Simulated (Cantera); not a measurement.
## Ignition delay

Mixture: C3H8 : O2 : N2 : H2 = 1 : 3.57 : 13.4 : 0.65 (molar parts), equivalence ratio 1.5, at 750 Torr, adiabatic and at constant pressure. Ignition delay is the time to a rise of 400 K.

Computed with Cantera and GRI-Mech 3.0 (53 species, 325 reactions). GRI-Mech 3.0 was tuned for natural gas; its chemistry of propane as a main component is partial and can be far from experiment.

```tsv
T0 (K)	delay (ms)
1150	10.9
1250	1.84
1350	0.402
1450	0.122
1550	0.0495
1650	0.0253
1750	0.0152
1850	0.0102
1950	0.00744
2050	0.00573
```

| Quantity | Value |
|---|---|
| apparent activation energy between 1850 and 2050 K | 91 kJ/mol |
